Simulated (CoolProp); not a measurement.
A simple Rankine cycle with R142b: condensing at 300.15 K, boiler at 1.89 MPa, turbine inlet 383.3 K, turbine efficiency 0.75, pump efficiency 0.8, no recuperator. Each further row changes one setting.

Model: reference Helmholtz-energy equation of state, Lemmon 2006, in CoolProp. It is a short technical equation, of lower accuracy than the large ones.

```tsv
case	thermal efficiency (%)	net work (kJ/kg)	heat in (kJ/kg)	turbine exit temperature (K)	volume ratio over the turbine
as stated	11.3	28.7	255	327.4	5.58
turbine inlet 403.3 K	11.4	31.8	280	349.9	5.39
condensing temperature 292.15 K	12.5	33.2	266	320.9	7.12
boiler pressure 1.32 MPa	9.3	24.8	266	343.2	3.69
turbine efficiency 0.65	9.7	24.7	255	331.8	5.68
```
